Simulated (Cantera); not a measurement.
Transport properties of process gases

Gas mixture: C₃H₈ : CH₃OH : H₂O : N₂ = 0.98 : 0.81 : 0.8 : 0.086 (molar parts), at 4.93 atm, frozen composition.

Cantera's kinetic-theory transport with the Lennard-Jones parameters of GRI-Mech 3.0, ideal gas; thermal conductivity in the multicomponent form. Polar gases are described roughly by these parameters. The composition is frozen, though it would react at the higher temperatures.

| T (K) | ρ (kg/m³) | cp (J/kg/K) | μ (µPa s) | λ (mW/m/K) | Pr | D (cm²/s) OH | D (cm²/s) CH₃ | D (cm²/s) H₂O |
|---|---|---|---|---|---|---|---|---|
| 400 | 4.83 | 1905 | 12.5 | 31.9 | 0.746 | 0.0803 | 0.0566 | 0.0474 |
| 600 | 3.22 | 2468 | 18.3 | 59.1 | 0.767 | 0.165 | 0.119 | 0.105 |
| 800 | 2.42 | 2908 | 23.6 | 88.3 | 0.779 | 0.271 | 0.198 | 0.181 |
| 1000 | 1.93 | 3252 | 28.5 | 118 | 0.786 | 0.397 | 0.291 | 0.273 |
| 1200 | 1.61 | 3501 | 32.9 | 146 | 0.789 | 0.540 | 0.398 | 0.379 |
| 1400 | 1.38 | 3708 | 37.0 | 174 | 0.792 | 0.700 | 0.517 | 0.499 |
D: mixture-averaged diffusion coefficient of that species in the mixture.
